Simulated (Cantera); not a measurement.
Cantera run, input and output.

```python
import numpy as np
import cantera as ct

surf = ct.Interface("diamond.yaml", "diamond_100")
gas, bulk = surf.adjacent["gas"], surf.adjacent["diamond"]
k = surf.kinetics_species_index(bulk.species_names[0])
cover = ["c6HH", "c6H*", "c6*H", "c6**", "c6HM", "c6B"]

rows, drift = [], 0.0
print(f"{'T':>10s}{'um/h':>11s}" + "".join(f"{s:>11s}" for s in cover))
for v in [950, 1000, 1050, 1100, 1150, 1200, 1250, 1300, 1350, 1400]:
    T, P, xH, xCH3 = v, 8700, 0.00085, 4.2e-05
    gas.TPX = T, P, {"H": xH, "CH3": xCH3, "CH4": 0.015, "H2": 1 - xH - xCH3 - 0.015}
    surf.TP = bulk.TP = T, P
    surf.coverages = "c6H*:0.1, c6HH:0.9"
    surf.advance_coverages(100.0)
    before = surf.coverages
    surf.advance_coverages(100.0)
    drift = max(drift, np.max(np.abs(surf.coverages - before) / (surf.coverages + 1e-9)))
    rate = surf.net_production_rates[k] * bulk.mean_molecular_weight / bulk.density * 3.6e9
    rows.append([rate, *surf[cover].coverages])
    print(f"{v:10.4g}{rate:11.4e}" + "".join(f"{x:11.3e}" for x in rows[-1][1:]))
```

Output:

```
         T       um/h       c6HH       c6H*       c6*H       c6**       c6HM        c6B
       950 1.3760e+00  6.205e-01  1.351e-02  3.205e-01  6.018e-03  3.024e-02  3.734e-09
      1000 1.6062e+00  5.830e-01  1.760e-02  3.602e-01  8.566e-03  2.232e-02  4.359e-09
      1050 1.5786e+00  5.491e-01  2.215e-02  3.964e-01  1.158e-02  1.436e-02  4.284e-09
      1100 1.2202e+00  5.186e-01  2.703e-02  4.281e-01  1.492e-02  7.354e-03  3.311e-09
      1150 7.8726e-01  4.911e-01  3.200e-02  4.534e-01  1.833e-02  3.022e-03  2.136e-09
      1200 5.1365e-01  4.671e-01  3.690e-02  4.722e-01  2.155e-02  1.104e-03  1.394e-09
      1250 3.9554e-01  4.478e-01  4.163e-02  4.850e-01  2.439e-02  3.921e-04  1.073e-09
      1300 3.5169e-01  4.336e-01  4.613e-02  4.928e-01  2.674e-02  1.404e-04  9.543e-10
      1350 3.0910e-01  4.243e-01  5.034e-02  4.963e-01  2.853e-02  5.090e-05  8.388e-10
      1400 2.2835e-01  4.196e-01  5.422e-02  4.961e-01  2.974e-02  1.879e-05  6.196e-10
```

Cantera simulation using the Harris–Goodwin 1993 mechanism for the reconstructed diamond (100) surface; the numbers are that mechanism's predictions, not measurements.
